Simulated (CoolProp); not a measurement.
Sulfur hexafluoride along the isobar 5.2 MPa: density (kg/m³) from the reference equation and from simpler models built on Tc = 318.7 K, pc = 3.755 MPa, ω = 0.210; each cubic takes its own stable root.

Values from CoolProp's reference Helmholtz-energy equation of state, Guder 2009.

```csv
T (K),phase,reference,van der Waals,Redlich-Kwong,Soave-Redlich-Kwong,Peng-Robinson
236.9,liquid,1806,1196,1690,[?],1963
274.7,liquid,1601,1075,1457,1502,1695
312.5,liquid,[?],904.1,1121,1133,1264
350.3,supercritical,470.6,541.1,495.9,457.1,483.5
388.1,supercritical,315.5,342.3,329.1,310.8,324.4
426,supercritical,256.4,275.0,266.3,252.8,262.0
463.8,supercritical,221.1,235.6,229.0,218.1,224.9
501.6,supercritical,196.4,208.3,203.0,193.9,199.1
539.4,supercritical,177.8,187.8,183.4,175.6,[?]
577.2,supercritical,163.1,171.6,167.9,161.1,164.6
```

Some entries are withheld; supply them.


- 236.9, Soave-Redlich-Kwong: 1738
- 312.5, reference: 1290
- 539.4, Peng-Robinson: 179.8
